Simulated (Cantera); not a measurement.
A Cantera script and what it prints.

```python
import numpy as np
import cantera as ct

gas_names = """
    AL ALN ALO ALO2 AL2 AL2O AL2O2 N NO NO2 NO3 N2 N2O O O2 O3
""".split()
cond_names = """
    AL(cr) AL(L) ALN(s) AL2O3(a) AL2O3(L)
""".split()


# ... load() reads the species with a 1 bar reference pressure and builds the phases ...
atoms = {
    'Al': {'AL': 1},
    'N2O': {'N': 2, 'O': 1},
    'N2': {'N': 2},
}
top_T = {'ALN(s)': 2750}  # K; cautious upper limits of use, not melting points


# ... equilibrate(T, P, feed) seeds the gas with the atoms and calls Mixture.equilibrate('TP', solver="vcs", rtol=1e-11, max_steps=5000) ...
results = []
feed = {'Al': 1, 'N2O': 0.83, 'N2': 310}  # mol
P = 3600  # Pa
for T in [650, 800, 950, 1100, 1250, 1400, 1550, 1700, 1850, 2000]:
    mix = equilibrate(T, P, feed)
    results.append((T, P, feed, dict(zip(mix.species_names, mix.species_moles))))

top = {s: max(r[3][s] / sum(r[3][g] for g in gas_names) for r in results) for s in gas_names}
cols = sorted((s for s in top if top[s] > 0.0001), key=lambda s: -top[s])[:6]
seen = [c for c in cond_names if any(r[3].get(c, 0) > 1e-12 for r in results)]
print("log10 of partial pressures in bar; condensed amounts in mol")
print(f"{'T/K':>10s}" + "".join(f"{s[:9]:>10s}" for s in cols + seen))
for T, P, feed, n in results:
    ng = sum(n[g] for g in gas_names)
    print(f"{T:10.4g}" + "".join(f"{np.log10(max(n[s] / ng * P / 1e5, 1e-99)):10.3f}" for s in cols)
          + "".join(f"{n.get(c, 0):10.4g}" for c in seen))
```

Output:

```
log10 of partial pressures in bar; condensed amounts in mol
       T/K        N2        AL      AL2O    ALN(s)  AL2O3(a)
       650    -1.444   -38.781   -48.829    0.4467    0.2767
       800    -1.444   -29.049   -36.287    0.4467    0.2767
       950    -1.444   -22.406   -27.738    0.4467    0.2767
      1100    -1.444   -17.587   -21.548    0.4467    0.2767
      1250    -1.444   -13.934   -16.864    0.4467    0.2767
      1400    -1.444   -11.073   -13.201    0.4467    0.2767
      1550    -1.444    -8.772   -10.261    0.4467    0.2767
      1700    -1.444    -6.882    -7.852    0.4454    0.2766
      1850    -1.444    -5.304    -5.844    0.3873    0.2725
      2000    -1.444    -4.488    -4.842         0    0.2352
```

Equilibrium computed with Cantera from the NASA thermochemical tables; the gas is ideal and each condensed phase is pure. Mutual solubility and eutectic melting of coexisting phases are not modelled. Condensed phases not in the tables: aluminium oxynitride.
